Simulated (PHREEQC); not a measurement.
Consider water at 25 °C with 0.015 mol H3PO4 and 0.00023 mol NaF per kg of water. Closed to the air; pH follows from the charge balance.

Model: ion-association model, wateq4f.dat, run in PHREEQC.

```csv
quantity,before,after
pH,2.16,7.06
ionic strength (mol/kgw),0.00778,0.000230
```

Question: Which change was made?
A) NaF replaced by NaOH at the same molality
B) NaF from 0.00023 to 0.000207 mol/kgw
C) NaF from 0.00023 to 0.00046 mol/kgw
D) diluted 100-fold with water
E) H3PO4 left out

Answer: E, H3PO4 left out

No solid was allowed to form. H3PO4, which wateq4f.dat lacks, is added to it with the constant of phreeqc.dat.
